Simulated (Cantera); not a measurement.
An adiabatic, constant-volume homogeneous reactor starts with CH₄ : O₂ : N₂ : H₂O = 1 : 4.55 : 17.1 : 0.58 (molar parts), equivalence ratio 0.44, at 1623 K and 9.18 atm. Integrator tolerance rtol = 1e-08.

Cantera simulation using GRI-Mech 3.0 (53 species, 325 reactions); the numbers are that mechanism's predictions, not measurements.

Q: What does this change do: pressure from 9.18 atm to 1.58 atm?

A: 
```json
[
 {"quantity": "time of steepest temperature rise", "before": "52.3 µs", "after": "0.219 ms"},
 {"quantity": "temperature at 0.200 s", "before": "2607 K", "after": "2557 K"},
 {"quantity": "equilibrium temperature", "before": "2607 K", "after": "2557 K"},
 {"quantity": "x(CH₄) at 0.200 s", "before": "<1e-12 (gas-phase equilibrium <1e-12)", "after": "<1e-12 (gas-phase equilibrium <1e-12)"},
 {"quantity": "x(O₂) at 0.200 s", "before": "0.0986 (gas-phase equilibrium 0.0986)", "after": "0.0987 (gas-phase equilibrium 0.0987)"},
 {"quantity": "x(H₂O) at 0.200 s", "before": "0.105 (gas-phase equilibrium 0.105)", "after": "0.102 (gas-phase equilibrium 0.102)"},
 {"quantity": "x(N₂O) at 0.200 s", "before": "3.75e-6 (gas-phase equilibrium 3.75e-6)", "after": "1.41e-6 (gas-phase equilibrium 1.41e-6)"},
 {"quantity": "x(CH₂O) at 0.200 s", "before": "1.09e-11 (gas-phase equilibrium 1.09e-11)", "after": "6.28e-12 (gas-phase equilibrium 6.28e-12)"}
]
```
